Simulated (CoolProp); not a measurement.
Values from CoolProp's reference Helmholtz-energy equation of state, Gao 2022.

Problem. For n-perfluorobutane, give the phase and the density (kg/m³), cp (kJ/(kg K)), Joule-Thomson coefficient (K/MPa), isothermal compressibility (1/MPa) at -103.75 °C and 1.6 MPa.

Solution. 
- -103.75 °C and 1.6 MPa: liquid; density 1950, cp 1.00, Joule-Thomson coefficient -0.349, isothermal compressibility 0.00112
